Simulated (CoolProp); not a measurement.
Model: reference Helmholtz-energy equation of state, Platzer 1990, in CoolProp. This equation is an older, rougher fit; its heat capacities, sound speeds and derivatives of the liquid may be far off and weren't checked against measurements.

### Question
Give the vapour pressure (bar), enthalpy of vaporisation (kJ/kg), vapour viscosity (µPa s) of saturated CF4 (R14) at 182.2, 190.3, 214.6 K.

### Answer
```json
[
 {"T (K)": "182.2", "p (bar)": "7.74", "enthalpy of vaporisation (kJ/kg)": "109", "vapour viscosity (µPa s)": "11.7"},
 {"T (K)": "190.3", "p (bar)": "10.8", "enthalpy of vaporisation (kJ/kg)": "101", "vapour viscosity (µPa s)": "12.5"},
 {"T (K)": "214.6", "p (bar)": "25.4", "enthalpy of vaporisation (kJ/kg)": "67.1", "vapour viscosity (µPa s)": "16.6"}
]
```

Viscosity comes from a separate model (Huber 2003), an estimate that may be off by 10 % or more.
